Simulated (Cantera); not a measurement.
Nitride etching: Si3N4 + HCl + N2

Feed: 1 mol Si3N4, 1.1 mol HCl, 4.5 mol N2, at 2123.15 K.

These are equilibrium values from Cantera (NASA tables, ideal gas, pure condensed phases), not measurements of a reactor. Candidate condensed phases: NH4Cl, Si, Si3N4; 28 gas species. The tables' values for SiCl, SiCl3, SiN are old estimates; treat these amounts as uncertain. Gases not in the tables: Si2H6 and higher silanes. Kinetics and transport are ignored.

```csv
P (Pa),log p N2,log p Si,log p Cl,log p H,log p H2,log p SiCl2,log p HCl,log p SiCl,n Si(l),n Si3N4(s)
1,-5.25,-5.59,-6.07,-6.10,-7.32,-8.47,-7.15,-7.84,0,0
5.20,-4.52,-4.87,-5.48,-5.54,-6.20,-6.59,-6.00,-6.54,0,0
27,-3.78,-4.18,-5.16,-5.05,-5.21,-5.24,-5.18,-5.52,0,0
140,-2.99,-3.77,-4.87,-4.58,-4.26,-4.27,-4.43,-4.83,1.42,0
720,-2.23,-3.77,-4.47,-4.17,-3.46,-3.46,-3.62,-4.43,2.38,0
3700,-1.50,-3.77,-4.10,-3.80,-2.72,-2.72,-2.88,-4.06,2.55,0
19000,-0.79,-3.77,-3.74,-3.44,-2.00,-2.00,-2.16,-3.70,2.58,0
100000,-0.09,-3.79,-3.32,-3.02,-1.16,-1.18,-1.32,-3.30,0,0.865
```
log p: log10 of the partial pressure in bar; n: condensed amount in mol.

From 1.00 Pa to 27.0 Pa nothing is condensed. From 140 Pa to 19000 Pa the condensed part is Si(l). At 100000 Pa the condensed part is Si3N4(s). The main Si-bearing gas is Si at 1.00 Pa and SiCl2 at 100000 Pa.
